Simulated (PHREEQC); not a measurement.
Dissolve 0.0015 mol K2CO3 and 0.017 mol Fe(NO3)3 per kg of water at 25 °C. Closed to the air; pH follows from the charge balance.

Model: ion-association model, phreeqc.dat, run in PHREEQC.

Problem. The ionic strength comes out as 0.0948 mol/kgw. What activity coefficients do H+, Fe2(OH)2+4, FeOH+2, Fe+3, Fe3(OH)4+5 get?

Solution. H+ 0.83, Fe2(OH)2+4 0.020, FeOH+2 0.38, Fe+3 0.18, Fe3(OH)4+5 0.0023.

Precipitation was switched off in this run. The solution is supersaturated, for example in Hematite (slow to form), Goethite (slow to form), so a real one may precipitate; this is no full list. Species that the database lacks are ignored.
